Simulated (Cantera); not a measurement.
A perfectly stirred reactor is fed with CH3OH : O2 : N2 : CO2 = 1 : 0.882 : 3.32 : 0.38 (molar parts), at 7500 Torr; it is adiabatic with a 650 K inlet, and is followed from long to short residence time, starting on the burning branch (τ in s: 0.17, 0.071, 0.03, 0.013, 0.0055, 0.0023, 0.00099, 0.00042, 0.00018, 7.6e-05, 3.2e-05, 1.4e-05).

Model: GRI-Mech 3.0 (53 species, 325 reactions), integrated in Cantera. GRI-Mech 3.0 was tuned for natural gas; its chemistry of methanol as a main component is partial and can be far from experiment.

Problem. Predict: blow-out, bracketed by the residence times tried; x(CH3OH) at τ = 0.170 s; x(O2) at τ = 0.170 s; x(CO2) at τ = 0.170 s; x(CH2O) at τ = 0.170 s; x(H2O) at τ = 0.170 s; x(CH3OH) at τ = 0.990 ms; x(O2) at τ = 0.990 ms; x(CO2) at τ = 0.990 ms; x(CH2O) at τ = 0.990 ms; x(H2O) at τ = 0.990 ms.

Solution. 
| Quantity | Value |
|---|---|
| blow-out, bracketed by the residence times tried | burning at 32.0 µs, out at 14.0 µs |
| x(CH3OH) at τ = 0.170 s | 1.31e-6 |
| x(O2) at τ = 0.170 s | 2.72e-5 |
| x(CO2) at τ = 0.170 s | 0.0891 |
| x(CH2O) at τ = 0.170 s | 1.31e-6 |
| x(H2O) at τ = 0.170 s | 0.231 |
| x(CH3OH) at τ = 0.990 ms | 2.85e-5 |
| x(O2) at τ = 0.990 ms | 0.000561 |
| x(CO2) at τ = 0.990 ms | 0.0889 |
| x(CH2O) at τ = 0.990 ms | 2.53e-5 |
| x(H2O) at τ = 0.990 ms | 0.229 |
